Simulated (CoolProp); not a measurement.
Saturation properties of fluorine.

Model: reference Helmholtz-energy equation of state, de Reuck 1990, in CoolProp.

```csv
T (K),p (MPa),vapour density (kg/m³),enthalpy of vaporisation (kJ/kg),liquid cp (kJ/(kg K))
107.7,0.7607,37.24,148.2,1.652
109.7,0.8715,42.50,145.3,1.675
111.8,1.000,48.65,142.0,1.702
113.8,1.135,55.15,138.8,1.732
115.8,1.282,62.36,135.4,1.766
117.8,1.442,70.35,131.9,1.806
119.9,1.625,79.69,127.9,1.855
121.9,1.815,89.61,123.9,1.910
123.9,2.019,100.7,119.6,1.978
125.9,2.240,113.1,115.0,2.061
128,2.491,127.8,109.8,2.170
130,2.747,143.7,104.4,2.305
132,3.023,162.0,98.39,2.483
134,3.318,183.2,91.75,2.731
136.1,3.651,209.7,83.83,3.117
```

It boils at 85.0 K under 1 atm.
